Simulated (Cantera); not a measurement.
Gas mixture: CH4 : H2 : H2O : N2 = 0.88 : 0.62 : 0.79 : 0.91 (molar parts), at 0.0138 atm, frozen composition.

Cantera's kinetic-theory transport with the Lennard-Jones parameters of GRI-Mech 3.0, ideal gas; thermal conductivity in the multicomponent form. Polar gases are described roughly by these parameters. The composition is frozen, though it would react at the higher temperatures.

One state of this run: ρ (kg/m³) = 0.00362; cp (J/kg/K) = 2430; μ (µPa s) = 29.8; λ (mW/m/K) = 123; Pr = 0.589; D (cm²/s) CO2 = 82.6; D (cm²/s) N2 = 116; D (cm²/s) C2H2 = 84.6. D: mixture-averaged diffusion coefficient of that species in the mixture.

Question: Which value of T (K) does it belong to?
(A) 600
(B) 800
(C) 700
(D) 900

Answer: B, 800
